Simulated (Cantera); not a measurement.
An isothermal, constant-pressure homogeneous reactor starts with 0.524 % C2H6, 99.5 % N2, at 1950 K and 0.286 atm.

Cantera simulation using GRI-Mech 3.0 (53 species, 325 reactions); the numbers are that mechanism's predictions, not measurements. GRI-Mech 3.0 stops at C3 and has no aromatics, soot or wall deposition, so with more carbon than oxygen in the feed, carbon stays in small species such as C2H2 where larger ones or solid carbon would form.

x: mole fraction; the columns are a selection and need not sum to one.

| t (s) | x C2H6 | x CH3 | x C2H4 | x CH2 | x HCN |
|---|---|---|---|---|---|
| 3.00e-5 | 0.000568 | 0.00484 | (withheld) | 6.29e-5 | 1.18e-5 |
| 8.02e-5 | 1.91e-5 | 0.00174 | (withheld) | 4.35e-5 | 6.09e-5 |
| 0.000214 | 1.33e-6 | 0.000498 | (withheld) | 1.68e-5 | 0.000105 |
| 0.000573 | 2.49e-7 | 0.000209 | (withheld) | 6.50e-6 | 0.000133 |
| 0.00153 | 6.32e-8 | 0.000102 | (withheld) | 2.65e-6 | 0.000152 |
| 0.00410 | 1.74e-8 | 5.29e-5 | (withheld) | 1.17e-6 | 0.000168 |
| 0.0110 | 4.41e-9 | 2.65e-5 | (withheld) | 5.61e-7 | 0.000184 |
| 0.0293 | 6.95e-10 | 1.05e-5 | (withheld) | 2.33e-7 | 0.000204 |
| 0.0783 | 3.71e-11 | 2.44e-6 | 1.39e-7 | 5.77e-8 | 0.000221 |
| 0.209 | <1e-12 | 2.91e-7 | 1.34e-7 | 7.50e-9 | 0.000228 |
| 0.560 | <1e-12 | 1.04e-7 | 1.34e-7 | 2.78e-9 | 0.000229 |
| 1.50 | <1e-12 | 5.05e-8 | 1.34e-7 | 1.34e-9 | 0.000229 |
| 4.00 | <1e-12 | 3.95e-8 | 1.34e-7 | 1.05e-9 | 0.000230 |

Fill in the missing entries.


- 3.00e-5, x C2H4: 0.00151
- 8.02e-5, x C2H4: 0.00123
- 0.000214, x C2H4: 0.000275
- 0.000573, x C2H4: 3.63e-5
- 0.00153, x C2H4: 7.48e-6
- 0.00410, x C2H4: 2.09e-6
- 0.0110, x C2H4: 6.26e-7
- 0.0293, x C2H4: 2.11e-7
